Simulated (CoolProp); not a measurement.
A simple Rankine cycle with benzene: condensing at 321.15 K, boiler at 0.161 MPa, turbine inlet 374 K, turbine efficiency 0.6, pump efficiency 0.8, no recuperator. Each further row changes one setting.

Model: reference Helmholtz-energy equation of state, Thol 2012, in CoolProp.

```
case                             thermal efficiency (%)  net work (kJ/kg)  heat in (kJ/kg)  turbine exit temperature (K)  volume ratio over the turbine
-------------------------------  ----------------------  ----------------  ---------------  ----------------------------  -----------------------------
as stated                                           7.1              33.9              478                         344.1                           4.57
turbine inlet 394 K                                 7.1              36.0              507                         364.7                           4.57
condensing temperature 313.15 K                     8.2              40.3              493                         338.6                           6.20
boiler pressure 0.113 MPa                           5.6              26.9              480                         351.2                           3.23
turbine efficiency 0.5                              5.9              28.2              478                         348.7                           4.63
```
